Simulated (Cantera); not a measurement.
Metals in furnace atmospheres: Pb + H₂S + N₂

Input: 1 mol Pb, 0.0021 mol H₂S, 12 mol N₂, at 1000 Pa.

Equilibrium computed with Cantera from the NASA thermochemical tables; the gas is ideal and each condensed phase is pure. Candidate condensed phases: Pb, PbS, S; 18 gas species. Equilibrium is a limit: real reactors are often held back by kinetics, nucleation or transport.

```tsv
T (K)	x N₂	x Pb	x H₂	x PbS	x Pb₂	n Pb(l)
998	0.998	0.00155	0.000175	0.000175	4.73e-9	0.979
1023	0.997	0.00267	0.000174	0.000174	1.17e-8	0.966
1048	0.995	0.00447	0.000174	0.000174	2.79e-8	0.944
1073	0.992	0.00731	0.000174	0.000174	6.34e-8	0.910
1098	0.988	0.0117	0.000173	0.000173	1.39e-7	0.856
1123	0.981	0.0183	0.000172	0.000172	2.93e-7	0.774
1148	0.972	0.0280	0.000170	0.000170	5.99e-7	0.652
1173	0.957	0.0422	0.000168	0.000168	1.19e-6	0.469
1198	0.937	0.0624	0.000164	0.000164	2.28e-6	0.199
1223	0.923	0.0767	0.000161	0.000162	3.04e-6	0
1248	0.923	0.0767	0.000161	0.000162	2.70e-6	0
```
x: gas mole fraction; n: condensed amount in mol.

From 998 K to 1198 K the condensed part is Pb(l). From 1223 K to 1248 K nothing is condensed. The main Pb-bearing gas is Pb throughout.
